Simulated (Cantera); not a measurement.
## Catalytic stagnation flow on Pt

A jet of 1.27 % CH₄, 14.9 % O₂, 83.9 % N₂, equivalence ratio 0.17 at 300 K and 7200 Pa hits a platinum plate 2.5 cm away at a mass flux of 0.039 kg/m²/s; the plate temperature is set and raised in steps from an oxygen-covered start.

Computed with Cantera and Deutschmann's 1995 Pt surface mechanism with GRI-Mech 3.0 gas chemistry. Catalytic surfaces can have several steady states; this one follows from the mechanism file's or the stated starting coverage.

```json
[
 {"plate T (K)": "850", "wall x CH₄": "0.0111", "wall x O₂": "0.145", "wall x H₂O": "0.00314", "wall x OH": "<1e-8", "wall x CO": "2.91e-6", "wall x CO₂": "0.00205", "θ free Pt": "0.137", "θ O*": "0.862"},
 {"plate T (K)": "900", "wall x CH₄": "0.00954", "wall x O₂": "0.142", "wall x H₂O": "0.00597", "wall x OH": "1.82e-8", "wall x CO": "3.58e-6", "wall x CO₂": "0.00390", "θ free Pt": "0.197", "θ O*": "0.802"},
 {"plate T (K)": "950", "wall x CH₄": "0.00784", "wall x O₂": "0.138", "wall x H₂O": "0.00911", "wall x OH": "6.06e-8", "wall x CO": "4.06e-6", "wall x CO₂": "0.00597", "θ free Pt": "0.263", "θ O*": "0.737"},
 {"plate T (K)": "1000", "wall x CH₄": "0.00629", "wall x O₂": "0.135", "wall x H₂O": "0.0120", "wall x OH": "1.72e-7", "wall x CO": "4.38e-6", "wall x CO₂": "0.00785", "θ free Pt": "0.331", "θ O*": "0.669"},
 {"plate T (K)": "1050", "wall x CH₄": "0.00504", "wall x O₂": "0.132", "wall x H₂O": "0.0142", "wall x OH": "4.27e-7", "wall x CO": "4.66e-6", "wall x CO₂": "0.00935", "θ free Pt": "0.398", "θ O*": "0.601"},
 {"plate T (K)": "1100", "wall x CH₄": "0.00409", "wall x O₂": "0.130", "wall x H₂O": "0.0160", "wall x OH": "9.51e-7", "wall x CO": "4.96e-6", "wall x CO₂": "0.0105", "θ free Pt": "0.465", "θ O*": "0.534"},
 {"plate T (K)": "1150", "wall x CH₄": "0.00339", "wall x O₂": "0.129", "wall x H₂O": "0.0172", "wall x OH": "1.94e-6", "wall x CO": "5.35e-6", "wall x CO₂": "0.0113", "θ free Pt": "0.529", "θ O*": "0.471"},
 {"plate T (K)": "1200", "wall x CH₄": "0.00286", "wall x O₂": "0.128", "wall x H₂O": "0.0181", "wall x OH": "3.67e-6", "wall x CO": "5.86e-6", "wall x CO₂": "0.0119", "θ free Pt": "0.589", "θ O*": "0.410"}
]
```
x: mole fraction at the wall; θ: surface coverage.
